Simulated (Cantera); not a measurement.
**Hydrocarbon pyrolysis for carbon deposition**

A perfectly stirred reactor is fed with 2.44 % C₂H₆, 97.6 % N₂, at 0.950 bar; it is held at 1998 K, and followed from long to short residence time.

Model: GRI-Mech 3.0 (53 species, 325 reactions), integrated in Cantera. GRI-Mech 3.0 stops at C3 and has no aromatics, soot or wall deposition, so with more carbon than oxygen in the feed, carbon stays in small species such as C2H2 where larger ones or solid carbon would form.

| τ (s) | x C₂H₆ | x CH₂ | x C₂H | x H₂ | x CH₃ | x C₂H₄ | x HCN |
|---|---|---|---|---|---|---|---|
| 9.4 | 1.25e-8 | 1.45e-7 | 3.06e-6 | 0.0462 | 1.45e-5 | 6.39e-6 | 0.00387 |
| 2.0 | 5.85e-8 | 3.15e-7 | 3.20e-6 | 0.0460 | 3.14e-5 | 6.85e-6 | 0.00248 |
| 0.44 | 2.65e-7 | 6.85e-7 | 3.36e-6 | 0.0456 | 6.72e-5 | 8.27e-6 | 0.00137 |
| 0.094 | 1.22e-6 | 1.52e-6 | 3.61e-6 | 0.0449 | 0.000144 | 1.42e-5 | 0.000706 |
| 0.020 | 5.48e-6 | 3.44e-6 | 4.06e-6 | 0.0437 | 0.000303 | 3.88e-5 | 0.000379 |
| 0.0044 | 2.31e-5 | 7.72e-6 | 4.89e-6 | 0.0417 | 0.000614 | 0.000128 | 0.000224 |
| 0.00094 | 9.72e-5 | 1.71e-5 | 6.22e-6 | 0.0388 | 0.00124 | 0.000438 | 0.000135 |
x: mole fraction; the columns are a selection and need not sum to one.
